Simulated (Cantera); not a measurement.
Feed: 1 mol SiCl₄, 1.1 mol H₂, equilibrated at 1175 K and 750 Torr.

These are equilibrium values from Cantera (NASA tables, ideal gas, pure condensed phases), not measurements of a reactor. Candidate condensed phases: Si; 19 gas species. The tables' values for SiCl₃ are old estimates; treat these amounts as uncertain. Rates play no part.

Base state: H₂ 0.453, SiCl₄ 0.402, HCl 0.0746, SiHCl₃ 0.0575, SiCl₃ 0.0100, SiCl₂ 0.00245, SiH₂Cl₂ 0.00106 (mole fractions); condensed: gas only.

What changes in the equilibrium state with this change: SiCl₄ replaced by Si?


```csv
species,before,after
H₂,0.453,1.000
SiCl₄,0.402,0
HCl,0.0746,0
SiHCl₃,0.0575,0
SiCl₃,0.0100,0
SiCl₂,0.00245,0
SiH₂Cl₂,0.00106,0
"Si(s), mol",0,1.000
```

What changes in the equilibrium state with this change: temperature from 1175 K to 723 K?


```tsv
species	before	after
H₂	0.453	0.515
SiCl₄	0.402	0.468
HCl	0.0746	0.00850
SiCl₃	0.0100	1.46e-6
SiHCl₃	0.0575	0.00848
SiCl₂	0.00245	1.14e-9
SiH₂Cl₂	0.00106	1.06e-5
```
